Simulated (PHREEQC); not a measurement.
A solution holds 15 mmol/kgw NH3, 0.00081 mmol/kgw H4SiO4 and 0.12 mmol/kgw Na2CO3, at 25 °C. Closed to the air; pH follows from the charge balance.

Computed with PHREEQC (ion-association model, phreeqc.dat).

```json
{
 "pH": "10.71",
 "ionic_strength": "0.000835 mol/kgw",
 "specific_conductance": "166 µS/cm",
 "total_alkalinity": "15.2 meq/kg"
}
```

| species | molality | activity | log γ |
|---|---|---|---|
| NH3 | 0.0145 | 0.0145 | 0.000 |
| OH- | 0.000540 | 0.000523 | -0.014 |
| NH4+ | 0.000509 | 0.000492 | -0.014 |
| Na+ | 0.000240 | 0.000232 | -0.014 |
| CO3-2 | 8.71e-5 | 7.65e-5 | -0.056 |
| HCO3- | 3.26e-5 | 3.16e-5 | -0.014 |
| H3SiO4- | 7.16e-7 | 6.93e-7 | -0.014 |

Precipitation was switched off in this run. Species that the database lacks are ignored.
